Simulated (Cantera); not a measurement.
## Silicon nitride deposition: trisilylamine + N2 + CO2

Charge: 1 mol trisilylamine, 0.83 mol N2, 0.0004 mol CO2, equilibrated at 0.0300 bar.

Equilibrium computed with Cantera from the NASA thermochemical tables; the gas is ideal and each condensed phase is pure. Candidate condensed phases: C, C6H6, C7H8, C8H18, H2O, Si, SiC, SiO2, Si2N2O, Si3N4; 151 gas species. The feed counts by its element totals alone. Mutual solubility and eutectic melting of coexisting phases are not modelled. The tables' values for SiN are old estimates; treat these amounts as uncertain. Gases not in the tables: Si2H6 and higher silanes. Kinetics and transport are ignored.

| T (K) | x H2 | x N2 | x H | x Si | x SiO | x SiH | x SiH2 | n Si(s) | n SiC(s) | n Si2N2O(s) | n Si3N4(s) | n Si(l) |
|---|---|---|---|---|---|---|---|---|---|---|---|---|
| 1100 | 1.000 | 3.21e-8 | 1.49e-7 | <1e-12 | 4.57e-11 | 4.12e-12 | 1.32e-9 | 1.00 | 0.000396 | 0.000800 | 0.665 | 0 |
| 1200 | 1.000 | 9.50e-7 | 1.14e-6 | 4.62e-11 | 3.02e-9 | 1.20e-10 | 1.19e-8 | 1.00 | 0.000396 | 0.000800 | 0.665 | 0 |
| 1300 | 1.000 | 1.66e-5 | 6.39e-6 | 1.44e-9 | 1.04e-7 | 2.07e-9 | 7.65e-8 | 1.00 | 0.000397 | 0.000800 | 0.665 | 0 |
| 1400 | 1.000 | 0.000191 | 2.81e-5 | 2.74e-8 | 2.12e-6 | 2.37e-8 | 3.77e-7 | 1.01 | 0.000397 | 0.000790 | 0.664 | 0 |
| 1500 | 0.998 | 0.00158 | 0.000102 | 3.51e-7 | 2.89e-5 | 1.95e-7 | 1.50e-6 | 1.01 | 0.000393 | 0.000666 | 0.661 | 0 |
| 1600 | 0.990 | 0.00997 | 0.000312 | 3.25e-6 | 0.000169 | 1.22e-6 | 4.95e-6 | 1.07 | 0.000358 | 0 | 0.642 | 0 |
| 1700 | 0.947 | 0.0520 | 0.000828 | 2.26e-5 | 0.000160 | 5.90e-6 | 1.34e-5 | 0 | 0.000297 | 0 | 0.541 | 1.37 |
| 1800 | 0.770 | 0.228 | 0.00181 | 0.000106 | 0.000126 | 1.84e-5 | 2.30e-5 | 0 | 0 | 0 | 0 | 3.00 |
| 1900 | 0.768 | 0.227 | 0.00401 | 0.000420 | 0.000128 | 5.54e-5 | 4.48e-5 | 0 | 0 | 0 | 0 | 3.00 |
| 2000 | 0.763 | 0.227 | 0.00820 | 0.00145 | 0.000130 | 0.000149 | 8.10e-5 | 0 | 0 | 0 | 0 | 2.99 |
x: gas mole fraction; n: condensed amount in mol.

From 1100 K to 1500 K the condensed part is Si(s) + SiC(s) + Si2N2O(s) + Si3N4(s). At 1600 K the condensed part is Si(s) + SiC(s) + Si3N4(s). At 1700 K the condensed part is Si(l) + SiC(s) + Si3N4(s). From 1800 K to 2000 K the condensed part is Si(l). The main Si-bearing gas is SiH4 at 1100 K and Si at 2000 K.
